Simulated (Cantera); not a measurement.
An adiabatic, constant-pressure homogeneous reactor starts with 14.7 % H₂, 7.35 % O₂, 73.5 % N₂, 4.41 % H₂O, equivalence ratio 1.0, at 1798 K and 1.70 bar.

Cantera simulation using the H2/O2 subset of GRI-Mech 3.0, which has no nitrogen chemistry; the numbers are that mechanism's predictions, not measurements.

Problem. Predict: time of steepest temperature rise; temperature at 0.400 s; equilibrium temperature; x(H₂) at 0.400 s; x(O₂) at 0.400 s; x(H₂O) at 0.400 s; x(O) at 0.400 s; x(OH) at 0.400 s; x(HO₂) at 0.400 s.

Solution. 
```
Item                                                                Result
---------------------------------  ---------------------------------------
time of steepest temperature rise                                  7.02 µs
temperature at 0.400 s                                              2606 K
equilibrium temperature                                             2606 K
x(H₂) at 0.400 s                     0.0170 (gas-phase equilibrium 0.0170)
x(O₂) at 0.400 s                   0.00631 (gas-phase equilibrium 0.00631)
x(H₂O) at 0.400 s                      0.180 (gas-phase equilibrium 0.180)
x(O) at 0.400 s                    0.00147 (gas-phase equilibrium 0.00147)
x(OH) at 0.400 s                   0.00973 (gas-phase equilibrium 0.00973)
x(HO₂) at 0.400 s                  2.06e-6 (gas-phase equilibrium 2.06e-6)
```
